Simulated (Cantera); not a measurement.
## Si + HCl + H2 (chlorosilane synthesis and conversion)

Feed: 1 mol Si, 0.6 mol HCl, 6.1 mol H2, at 1225 K and 1 atm.

Cantera equilibrium calculation (NASA polynomials, part measured and part estimated; ideal gas, pure solids and liquids). Candidate condensed phases: Si; 19 gas species. The tables' values for SiCl3 are old estimates; treat these amounts as uncertain. Equilibrium is a limit: real reactors are often held back by kinetics, nucleation or transport.

```yaml
x(H2): 0.952
x(HCl): 0.0288
x(SiHCl3): 0.00751
x(SiCl4): 0.00729
x(SiCl2): 0.00213
x(SiCl3): 0.00140
x(SiH2Cl2): 0.00103
x(SiH3Cl): 3.92e-5
n(Si(s)): 0.872 mol
gas_amount: 6.591 mol
```
